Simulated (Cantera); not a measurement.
Feed: 1 mol SiC, 0.01 mol H2, 0.071 mol Si, equilibrated at 1127 °C and 255 Torr.

Equilibrium computed with Cantera from the NASA thermochemical tables; the gas is ideal and each condensed phase is pure. Candidate condensed phases: C, C6H6, C7H8, C8H18, Si, SiC; 87 gas species. Mutual solubility and eutectic melting of coexisting phases are not modelled. The numbers say what is thermodynamically allowed, not how fast it happens.

Base state: H2 1.000 (mole fractions); condensed: Si(s) + SiC(s).

Question: What changes in the equilibrium state with this change: temperature from 1127 °C to 2202 °C?

Answer: 
| species | before | after |
|---|---|---|
| H2 | 1.000 | 0.946 |
| H | 8.34e-6 | 0.0375 |
| Si | 2.42e-9 | 0.0116 |
| Si2C | <1e-9 | 0.00155 |
| C2H2 (acetylene) | <1e-9 | 0.000469 |
| Si2 | <1e-9 | 0.000297 |
| Si(s), mol | 0.0710 | 0 |
| SiC(s), mol | 1.00 | 1.000 |
| Si(l), mol | 0 | 0.0708 |
Gases not in the tables: Si2H6 and higher silanes.
